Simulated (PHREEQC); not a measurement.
Make-up at 25 °C: 0.67 mol/kgw KCl and 4.5 mol/kgw KBr. Closed to the air; pH follows from the charge balance.

Model: Pitzer model, pitzer.dat, run in PHREEQC.

- ionic strength = 5.17 mol/kgw
- activity of water = 0.827
- density = 1.327 g/cm³
- osmotic coefficient = 1.017

```csv
species,molality,activity,log γ
K+,5.17,3.18,-0.211
Br-,4.50,2.87,-0.195
Cl-,0.670,0.399,-0.225
OH-,7.56e-8,4.85e-8,-0.193
H+,7.56e-8,1.73e-7,0.358
```

This is a speciation only: nothing precipitates in the calculation.
